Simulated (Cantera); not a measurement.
Diamond growth

A diamond (100) surface in a fixed gas of H2 with x(CH4) = 0.0027, x(CH3) = 1.1e-05, at 1250 K, 0.227 atm; coverages are run to steady state.

Computed with Cantera and the Harris–Goodwin 1993 mechanism for the reconstructed diamond (100) surface.

| x(H) | growth (µm/h) | θ c6HH | θ c6H* | θ c6*H | θ c6** | θ c6HM |
|---|---|---|---|---|---|---|
| 0.0001 | 0.0458 | 0.638 | 0.0282 | 0.328 | 0.00464 | 0.000146 |
| 0.00025 | 0.140 | 0.529 | 0.0363 | 0.423 | 0.0117 | 0.000205 |
| 0.00062 | 0.331 | 0.463 | 0.0407 | 0.475 | 0.0212 | 0.000247 |
| 0.0015 | 0.663 | 0.430 | 0.0427 | 0.497 | 0.0294 | 0.000255 |
| 0.0038 | 1.22 | 0.415 | 0.0436 | 0.506 | 0.0348 | 0.000216 |
| 0.0096 | 1.92 | 0.409 | 0.0442 | 0.510 | 0.0374 | 0.000145 |
| 0.024 | 2.52 | 0.406 | 0.0451 | 0.510 | 0.0388 | 7.90e-5 |
| 0.059 | 2.91 | 0.405 | 0.0468 | 0.509 | 0.0397 | 3.76e-5 |
| 0.15 | 3.17 | 0.404 | 0.0510 | 0.504 | 0.0411 | 1.62e-5 |
θ: site fractions in the mechanism's names (c6HH fully hydrogenated, c6H* and c6*H radical sites, c6** diradical, c6HM methylated).
